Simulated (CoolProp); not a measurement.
Vapour-liquid equilibrium of propylene (1) + R142b (2) at 50.2 kPa; x and y are mole fractions of (1).

Values from CoolProp's multi-fluid Helmholtz-energy mixture model, Lemmon 2013 and Lemmon 2006; pair parameters Bell 2016.

```csv
x,bubble temperature (°C),y at the bubble point,dew temperature at overall composition x (°C),liquid density (mol/L)
0.05,-30.2,0.247,-26.1,12.40
0.125,-36.4,0.490,-27.6,12.65
0.2,-41.3,0.640,-29.2,12.88
0.275,-45.3,0.736,-30.8,13.09
0.35,-48.4,0.800,-32.6,13.29
0.425,-50.9,0.845,-34.5,13.48
0.5,-53.0,0.878,-36.7,13.66
0.575,-54.8,0.903,-39.0,13.84
0.65,-56.3,0.924,-41.7,14.02
0.725,-57.7,0.942,-44.8,14.20
0.8,-58.9,0.959,-48.4,14.38
0.875,-60.1,0.974,-52.8,14.58
0.95,-61.2,0.989,-58.2,14.77
```

No azeotrope shows between x = 0.05 and 0.95.

The pair parameters rest on a limited set of measurements; away from them the model extrapolates.
